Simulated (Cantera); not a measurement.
Charge: 1 mol Si, 1.6 mol HBr, 1.3 mol H₂, equilibrated at 848 K and 920 Pa.

Cantera equilibrium calculation (NASA polynomials, part measured and part estimated; ideal gas, pure solids and liquids). Candidate condensed phases: Br₂, Si; 19 gas species. The tables' values for SiBr₃ are old estimates; treat these amounts as uncertain. The numbers say what is thermodynamically allowed, not how fast it happens.

Base state: H₂ 0.825, SiBr₄ 0.150, HBr 0.0183, SiHBr₃ 0.00611, SiBr₂ 0.000276, SiBr₃ 0.000206, SiH₂Br₂ 0.000117 (mole fractions); condensed: Si(s).

### Question
What changes in the equilibrium state with this change: HBr from 1.6 to 6.7 mol?

### Answer
| species | before | after |
|---|---|---|
| H₂ | 0.825 | 0.471 |
| HBr | 0.0183 | 0.386 |
| SiBr₄ | 0.150 | 0.143 |
| SiH₂Br₂ | 0.000117 | 8.16e-8 |
| SiBr₂ | 0.000276 | 3.38e-7 |
| SiHBr₃ | 0.00611 | 0.000158 |
| SiBr₃ | 0.000206 | 7.02e-6 |
| Si(s), mol | 0.607 | 0 |
